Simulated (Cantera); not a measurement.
Charge: 1 mol SiCl4, 0.11 mol O2, 2.4 mol H2, held at 1.00 bar.

These are equilibrium values from Cantera (NASA tables, ideal gas, pure condensed phases), not measurements of a reactor. Candidate condensed phases: H2O, Si, SiO2; 30 gas species. The numbers say what is thermodynamically allowed, not how fast it happens. All values below are at 800 K.

Base state: H2 0.620, SiCl4 0.252, HCl 0.126, SiHCl3 0.00112 (mole fractions); condensed: SiO2(α-quartz).

Problem. What changes in the equilibrium state with this change: O2 from 0.11 to 3.5 mol?

Solution. 
| species | before | after |
|---|---|---|
| H2O | 9.70e-9 | 0.277 |
| O2 | <1e-9 | 0.274 |
| HCl | 0.126 | 0.237 |
| H2 | 0.620 | <1e-9 |
| SiCl4 | 0.252 | <1e-9 |
| Cl2 | <1e-9 | 0.211 |
| SiHCl3 | 0.00112 | <1e-9 |
| HOCl | <1e-9 | 1.24e-5 |
| SiO2(α-quartz), mol | 0.110 | 1.00 |
